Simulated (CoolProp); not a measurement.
Aqueous calcium chloride as a coolant, 7 % by mass, freezing at -3.6 °C, 1 atm.

Model: Melinder's fits for secondary coolants, in CoolProp.

```csv
T (°C),viscosity (mPa s),conductivity (W/(m K)),cp (kJ/(kg K)),density (kg/m³)
1.9,1.95,0.561,3.749,1060
6.9,1.68,0.569,3.755,1059
11.9,1.46,0.577,3.762,1059
16.9,1.29,0.585,3.769,1058
21.9,1.15,0.594,3.778,1058
26.9,1.03,0.602,3.786,1057
31.9,0.928,0.610,3.796,1055
```
